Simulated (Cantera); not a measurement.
Gas-phase reforming

An isothermal, constant-pressure homogeneous reactor starts with 70.3 % CH4, 29.5 % H2O, 0.113 % N2, at 1375 K and 100.0 Torr.

Cantera simulation using GRI-Mech 3.0 (53 species, 325 reactions); the numbers are that mechanism's predictions, not measurements. GRI-Mech 3.0 stops at C3 and has no aromatics, soot or wall deposition, so with more carbon than oxygen in the feed, carbon stays in small species such as C2H2 where larger ones or solid carbon would form.

```csv
t (s),x CH4,x H2O,x CO,x CH2,x HO2,x CH2CO
9.00e-6,0.703,0.295,<1e-12,<1e-12,<1e-12,<1e-12
3.15e-5,0.703,0.295,<1e-12,<1e-12,<1e-12,<1e-12
0.000110,0.703,0.295,<1e-12,<1e-12,<1e-12,<1e-12
0.000385,0.703,0.295,<1e-12,1.11e-12,<1e-12,<1e-12
0.00134,0.703,0.295,<1e-12,1.26e-11,<1e-12,<1e-12
0.00470,0.703,0.295,5.11e-11,8.62e-11,<1e-12,<1e-12
0.0164,0.703,0.295,3.62e-9,1.78e-10,<1e-12,<1e-12
0.0574,0.702,0.295,1.05e-7,3.65e-10,<1e-12,8.21e-11
0.201,0.699,0.295,1.91e-6,7.41e-10,<1e-12,1.38e-8
0.702,0.681,0.292,1.56e-5,8.40e-10,<1e-12,8.84e-7
2.45,0.623,0.282,0.000114,7.69e-10,<1e-12,6.22e-6
8.58,0.492,0.258,0.000848,7.01e-10,<1e-12,1.19e-5
30.0,0.289,0.218,0.00484,6.49e-10,<1e-12,1.40e-5
```
x: mole fraction; the columns are a selection and need not sum to one.

Equilibrium at this temperature and pressure: CH4 0.0731, H2O 2.89e-7, CO 0.160, CH2 1.30e-10, HO2 <1e-12, CH2CO 1.06e-7 (gas phase only).
